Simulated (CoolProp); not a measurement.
Vapour-liquid equilibrium of ethylene (1) + n-butane (2) at 1.13 bar; x and y are mole fractions of (1).

Values from CoolProp's multi-fluid Helmholtz-energy mixture model, Smukala 2000 and Bücker 2006; pair parameters Bell 2016.

```csv
x,bubble temperature (K),y at the bubble point,dew temperature at overall composition x (K),liquid density (mol/L)
0.05,236.2,0.826,274.2,11.22
0.125,213.3,0.958,272.0,12.01
0.2,___,0.980,269.6,12.60
0.275,___,0.988,267.1,13.17
0.35,193.3,0.992,264.4,13.75
0.425,189.6,0.995,261.4,14.35
0.5,186.3,___,258.1,14.98
0.575,183.4,0.998,254.4,15.65
0.65,180.6,0.999,250.2,16.36
0.725,178.1,0.999,245.1,17.11
0.8,175.9,1.000,238.9,17.90
0.875,173.9,1.000,230.3,18.72
0.95,172.2,1.000,215.6,19.57
```

Problem. Complete the blanks.

Solution. 
- 0.2, bubble temperature (K): 203.6
- 0.275, bubble temperature (K): 197.7
- 0.5, y at the bubble point: 0.997

No azeotrope shows between x = 0.05 and 0.95.

The pair parameters rest on a limited set of measurements; away from them the model extrapolates. The gap from Raoult's law changes sign with composition, which may be real or a fault of the pair parameters; it wasn't checked against measurements.
